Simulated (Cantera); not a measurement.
Premixed flame

A freely propagating, adiabatic, planar premixed flame of CH₄ : O₂ : N₂ : H₂O = 1 : 1.43 : 4.71 : 0.38 (molar parts), unburnt at 373 K and 1.00 bar; multicomponent+Soret transport, grid criteria slope 0.08 and curve 0.16, no radiation.

Model: GRI-Mech 3.0 (53 species, 325 reactions), integrated in Cantera. Burning velocities carry a grid error of a few per cent, more on coarse grids.

```json
[
 {"z (mm)": "-2.24", "T (K)": "373", "u (m/s)": "0.265", "x CH₄": "0.133", "x O₂": "0.190", "x H₂O": "0.0505", "x CO": "5.02e-6", "x HO₂": "1.88e-8", "x H₂O₂": "1.17e-8"},
 {"z (mm)": "-1.49", "T (K)": "376", "u (m/s)": "0.268", "x CH₄": "0.132", "x O₂": "0.189", "x H₂O": "0.0506", "x CO": "6.51e-5", "x HO₂": "2.44e-7", "x H₂O₂": "1.50e-7"},
 {"z (mm)": "-1.12", "T (K)": "394", "u (m/s)": "0.281", "x CH₄": "0.129", "x O₂": "0.188", "x H₂O": "0.0519", "x CO": "0.000452", "x HO₂": "1.74e-6", "x H₂O₂": "1.01e-6"},
 {"z (mm)": "-0.746", "T (K)": "521", "u (m/s)": "0.376", "x CH₄": "0.118", "x O₂": "0.179", "x H₂O": "0.0636", "x CO": "0.00411", "x HO₂": "1.85e-5", "x H₂O₂": "7.19e-6"},
 {"z (mm)": "-0.373", "T (K)": "1037", "u (m/s)": "0.767", "x CH₄": "0.0791", "x O₂": "0.130", "x H₂O": "0.117", "x CO": "0.0253", "x HO₂": "7.00e-5", "x H₂O₂": "1.69e-5"},
 {"z (mm)": "-0.186", "T (K)": "1443", "u (m/s)": "1.09", "x CH₄": "0.0442", "x O₂": "0.0816", "x H₂O": "0.164", "x CO": "0.0474", "x HO₂": "7.83e-5", "x H₂O₂": "5.59e-6"},
 {"z (mm)": "0", "T (K)": "1803", "u (m/s)": "1.38", "x CH₄": "0.0125", "x O₂": "0.0320", "x H₂O": "0.208", "x CO": "0.0699", "x HO₂": "2.96e-5", "x H₂O₂": "1.15e-6"},
 {"z (mm)": "0.186", "T (K)": "1965", "u (m/s)": "1.51", "x CH₄": "0.00205", "x O₂": "0.00804", "x H₂O": "0.226", "x CO": "0.0772", "x HO₂": "4.35e-6", "x H₂O₂": "2.27e-7"},
 {"z (mm)": "0.373", "T (K)": "2010", "u (m/s)": "1.54", "x CH₄": "0.000398", "x O₂": "0.00183", "x H₂O": "0.228", "x CO": "0.0761", "x HO₂": "7.33e-7", "x H₂O₂": "5.57e-8"},
 {"z (mm)": "0.746", "T (K)": "2031", "u (m/s)": "1.55", "x CH₄": "3.59e-5", "x O₂": "0.000163", "x H₂O": "0.226", "x CO": "0.0733", "x HO₂": "8.18e-8", "x H₂O₂": "1.81e-8"},
 {"z (mm)": "1.49", "T (K)": "2040", "u (m/s)": "1.56", "x CH₄": "1.92e-6", "x O₂": "4.31e-5", "x H₂O": "0.225", "x CO": "0.0721", "x HO₂": "3.18e-8", "x H₂O₂": "1.12e-8"},
 {"z (mm)": "2.98", "T (K)": "2049", "u (m/s)": "1.57", "x CH₄": "7.70e-8", "x O₂": "2.31e-5", "x H₂O": "0.226", "x CO": "0.0722", "x HO₂": "1.60e-8", "x H₂O₂": "<1e-8"},
 {"z (mm)": "5.96", "T (K)": "2056", "u (m/s)": "1.57", "x CH₄": "<1e-8", "x O₂": "1.04e-5", "x H₂O": "0.226", "x CO": "0.0724", "x HO₂": "<1e-8", "x H₂O₂": "<1e-8"}
]
```
x: mole fraction of selected species; z is measured from the peak of heat release.

```yaml
laminar_burning_velocity: 26.4 cm/s
thermal_thickness: 0.746 mm
peak x(CO): 0.0773
peak x(HO₂): 8.01e-5
peak x(H₂O₂): 1.71e-5
grid_points: 150
```
